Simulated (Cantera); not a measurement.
## Stirred combustor or abatement burner

A perfectly stirred reactor is fed with 13.6 % CH4, 18.1 % O2, 68.3 % N2, equivalence ratio 1.5, at 3.06 atm; it is adiabatic with a 800 K inlet, and is followed from long to short residence time, starting on the burning branch (τ in s: 0.04, 0.012, 0.0039, 0.0012, 0.00038, 0.00012, 3.7e-05, 1.2e-05, 3.6e-06).

Computed with Cantera and GRI-Mech 3.0 (53 species, 325 reactions).

```json
[
 {"τ (s)": "0.040", "T (K)": "2264", "x CH4": "8.27e-5", "x O2": "5.19e-5", "x HCO": "1.29e-7", "x H": "0.00161", "x CH3": "2.93e-5"},
 {"τ (s)": "0.012", "T (K)": "2262", "x CH4": "0.000205", "x O2": "0.000142", "x HCO": "2.23e-7", "x H": "0.00181", "x CH3": "8.01e-5"},
 {"τ (s)": "0.0039", "T (K)": "2258", "x CH4": "0.000456", "x O2": "0.000373", "x HCO": "4.65e-7", "x H": "0.00203", "x CH3": "0.000195"},
 {"τ (s)": "0.0012", "T (K)": "2250", "x CH4": "0.000974", "x O2": "0.00103", "x HCO": "1.16e-6", "x H": "0.00230", "x CH3": "0.000459"},
 {"τ (s)": "0.00038", "T (K)": "2231", "x CH4": "0.00191", "x O2": "0.00277", "x HCO": "2.97e-6", "x H": "0.00258", "x CH3": "0.000965"},
 {"τ (s)": "0.00012", "T (K)": "2176", "x CH4": "0.00415", "x O2": "0.00815", "x HCO": "7.66e-6", "x H": "0.00261", "x CH3": "0.00198"},
 {"τ (s)": "3.7e-5", "T (K)": "800", "x CH4": "0.136", "x O2": "0.181", "x HCO": "<1e-12", "x H": "<1e-12", "x CH3": "1.37e-12"},
 {"τ (s)": "1.2e-5", "T (K)": "800", "x CH4": "0.136", "x O2": "0.181", "x HCO": "<1e-12", "x H": "<1e-12", "x CH3": "<1e-12"},
 {"τ (s)": "3.6e-6", "T (K)": "800", "x CH4": "0.136", "x O2": "0.181", "x HCO": "<1e-12", "x H": "<1e-12", "x CH3": "<1e-12"}
]
```
x: mole fraction; the columns are a selection and need not sum to one.
